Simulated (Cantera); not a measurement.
Low-pressure radical oxidation in H2/O2

An isothermal, constant-pressure homogeneous reactor starts with 3.29 % H2, 96.7 % O2, at 1123 K and 0.00484 atm.

Model: the H2/O2 subset of GRI-Mech 3.0, which has no nitrogen chemistry, integrated in Cantera. Radical loss at walls, strong at low pressure, is not modelled.

| t (s) | x H2 | x O2 | x O | x H2O | x OH | x HO2 | x H2O2 |
|---|---|---|---|---|---|---|---|
| 4.00e-5 | 0.0329 | 0.967 | 9.77e-12 | <1e-12 | 9.53e-12 | 9.04e-11 | <1e-12 |
| 0.000275 | 0.0329 | 0.967 | 3.27e-10 | 9.38e-11 | 2.78e-10 | 6.22e-10 | <1e-12 |
| 0.00189 | 0.0329 | 0.967 | 1.61e-8 | 1.81e-8 | 1.00e-8 | 4.31e-9 | 1.93e-12 |
| 0.0130 | 0.00919 | 0.950 | 0.0127 | 0.0188 | 0.00382 | 1.50e-6 | 1.01e-7 |
| 0.0894 | 0.000324 | 0.946 | 0.0185 | 0.0302 | 0.00164 | 1.15e-6 | 2.19e-8 |
| 0.615 | 8.99e-5 | 0.961 | 0.00488 | 0.0326 | 0.000871 | 7.35e-7 | 2.23e-8 |
| 4.23 | 4.07e-6 | 0.966 | 0.000220 | 0.0333 | 0.000187 | 1.32e-7 | 1.06e-8 |
| 29.1 | 1.57e-7 | 0.967 | 8.57e-6 | 0.0334 | 3.69e-5 | 9.92e-9 | 1.71e-9 |
| 200 | 1.16e-8 | 0.967 | 6.38e-7 | 0.0334 | 1.01e-5 | 1.65e-9 | 2.11e-10 |
x: mole fraction; the columns are a selection and need not sum to one.

Equilibrium at this temperature and pressure: H2 1.12e-9, O2 0.967, O 6.22e-8, H2O 0.0334, OH 3.14e-6, HO2 2.58e-9, H2O2 2.64e-11 (gas phase only).
